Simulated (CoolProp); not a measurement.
m-xylene along the isobar 101 kPa: Z from the reference equation and from simpler models built on Tc = 616.9 K, pc = 3535 kPa, ω = 0.326; each cubic takes its own stable root.

Values from CoolProp's reference Helmholtz-energy equation of state, Zhou 2012.

```csv
T (K),phase,reference,Redlich-Kwong,Peng-Robinson
253.1,liquid,0.005674,0.006805,0.005952
266.1,liquid,0.005463,0.006543,0.005707
279.1,liquid,0.005274,0.006309,0.005488
292.2,liquid,0.005102,0.006099,0.005290
305.2,liquid,0.004949,0.005913,0.005114
318.2,liquid,0.004810,0.005747,0.004955
331.2,liquid,0.004685,0.005599,0.004813
344.2,liquid,0.004572,0.005467,0.004685
357.2,liquid,0.004470,0.005350,0.004570
370.3,liquid,0.004377,0.005247,0.004467
383.3,liquid,0.004295,0.9626,0.004377
396.3,liquid,0.004221,0.9659,0.004299
409.3,liquid,0.004156,0.9688,0.004231
422.3,gas,0.9607,0.9714,0.9657
435.3,gas,0.9650,0.9737,0.9685
448.4,gas,0.9686,0.9758,0.9711
```

At some of these states Redlich-Kwong gives the other phase, because its saturation line lies elsewhere.
